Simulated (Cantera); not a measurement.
Thermodynamics of abatement and gas-phase synthesis, feed HI + H2 + O2

A closed system holds: 1 mol HI, 1.3 mol H2, 0.18 mol O2, held at 13.0 Pa.

Equilibrium computed with Cantera from the NASA thermochemical tables; the gas is ideal and each condensed phase is pure. Candidate condensed phases: H2O, I2; 12 gas species. Equilibrium is a limit: real reactors are often held back by kinetics, nucleation or transport.

| T (K) | log p H | log p H2 | log p I | log p H2O | log p O | log p OH |
|---|---|---|---|---|---|---|
| 2000 | -4.91 | -4.24 | -4.36 | -4.81 | -7.28 | -6.48 |
| 2075 | -4.71 | -4.28 | -4.37 | -4.84 | -6.79 | -6.21 |
| 2150 | -4.54 | -4.34 | -4.39 | -4.88 | -6.33 | -5.98 |
| 2225 | -4.40 | -4.42 | -4.41 | -4.97 | -5.92 | -5.79 |
| 2300 | -4.28 | -4.53 | -4.45 | -5.13 | -5.58 | -5.67 |
| 2375 | -4.19 | -4.68 | -4.49 | -5.39 | -5.33 | -5.65 |
| 2450 | -4.12 | -4.85 | -4.52 | -5.75 | -5.18 | -5.73 |
| 2525 | -4.08 | -5.06 | -4.55 | -6.20 | -5.10 | -5.90 |
log p: log10 of the partial pressure in bar; nothing condenses.

From 2000 K to 2525 K nothing is condensed.
